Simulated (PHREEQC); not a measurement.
A solution holds 0.0018 mol NH3, 0.004 mol CO2 and 0.00054 mol Na2CO3 per kg of water, at 25 °C. Closed to the air; pH follows from the charge balance.

The numbers come from PHREEQC with the ion-association model, wateq4f.dat.

```
quantity                   before    after
------------------------  -------  -------
pH                           6.56     5.92
ionic strength (mol/kgw)  0.00288  0.00126
HCO3- (mol/kgw)           0.00287  0.00126
CO2 (mol/kgw)             0.00166  0.00328
NH3 (mol/kgw)             3.54e-6  8.19e-8
CO3-2 (mol/kgw)           5.87e-7  5.52e-8
```

Task: Name the change that produced these shifts.
A. diluted 10-fold with water
B. Na2CO3 from 0.00054 to 0.000486 mol/kgw
C. 0.00043 mol/kgw Li2CO3 added
D. Na2CO3 left out
E. NH3 from 0.0018 to 0.00018 mol/kgw

Result: E, NH3 from 0.0018 to 0.00018 mol/kgw

No solid was allowed to form.
